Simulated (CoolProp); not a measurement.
A single-stage vapour-compression cycle with sulfur dioxide: evaporating at 279.15 K (dew point), condensing at 310.15 K (bubble point), superheat 0 K, subcooling 0 K, compressor efficiency 0.8, no pressure losses. Each further row changes one setting.

The numbers come from the reference Helmholtz-energy equation of state, Gao 2016 in CoolProp.

```csv
case,cooling COP,pressure ratio,discharge temperature (K),refrigerating effect (kJ/kg),volumetric capacity (kJ/m³)
as stated,6.42,2.91,363.4,332,1890
evaporating temperature 284.15 K,7.94,2.41,353.1,334,2280
condensing temperature 305.15 K,7.80,2.49,350.2,339,1930
subcooling 5 K,6.56,2.91,363.4,339,1930
superheat 10 K,6.30,2.91,375.8,339,1850
compressor efficiency 0.7,5.62,2.91,373.6,332,1890
```
